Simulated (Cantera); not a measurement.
Mixture: CH₄ : C₂H₆ : C₃H₈ : O₂ : N₂ : H₂O = 1 : 0.15 : 0.031 : 1.91 : 7.2 : 0.79 (molar parts), equivalence ratio 1.4, at 760 Torr, adiabatic and at constant volume. Ignition delay is the time to a rise of 400 K.

Model: GRI-Mech 3.0 (53 species, 325 reactions), integrated in Cantera.

Task: What does this change do: constant pressure in place of constant volume?

Result: 
```csv
quantity,before,after
delay at 1125 K,10.2 ms,10.8 ms
delay at 1325 K,0.981 ms,1.08 ms
delay at 1525 K,0.151 ms,0.172 ms
delay at 1725 K,37.9 µs,44.0 µs
delay at 1925 K,14.7 µs,17.3 µs
apparent activation energy between 1825 and 2025 K,120 kJ/mol,120 kJ/mol
```
